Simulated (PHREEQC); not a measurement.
## Nickel, zinc or cadmium bath (model solution)

Solution (79 °C): 0.013 mol ZnCl2 and 1.1 mol HCl per kg of water. Closed to the air; pH follows from the charge balance.

All values are PHREEQC results (ion-association model, phreeqc.dat), not measurements.

Precipitation was switched off in this run.

Task: What pH, density, activity of water does the model give?

Result: pH 0.10; density 0.992 g/cm³; activity of water 0.962.

Task: In which forms is Cl present?

Result: Cl- 97 %, ZnCl4-2 1.7 %, ZnCl3- 0.7 % of the Cl.

Caution: at this ionic strength the ion-association model is outside its range; a Pitzer model would be the better tool where its parameters exist. Species that the database lacks are ignored. At this temperature some constants are extrapolated from 25 °C, and those without enthalpy data are left unchanged.
